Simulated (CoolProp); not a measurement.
Properties of carbonyl sulfide at several states.

The numbers come from the reference Helmholtz-energy equation of state, Lemmon 2006 in CoolProp. It is a short technical equation, of lower accuracy than the large ones.

| T (K) | p (bar) | phase | density (kg/m³) | cp (kJ/(kg K)) | cv (kJ/(kg K)) | isothermal compressibility (1/MPa) |
|---|---|---|---|---|---|---|
| 456.4 | 8.18 | gas | 13.27 | 0.8146 | 0.6603 | 1.253 |
| 303.8 | 0.727 | gas | 1.742 | 0.7023 | 0.5596 | 13.86 |
| 330.5 | 122 | liquid | 943.3 | 1.369 | 0.7153 | 0.005055 |
| 229.8 | 84.2 | liquid | 1173 | 1.171 | 0.7073 | 0.001292 |
| 506.2 | 16.2 | gas | 23.93 | 0.8479 | 0.6848 | 0.6391 |
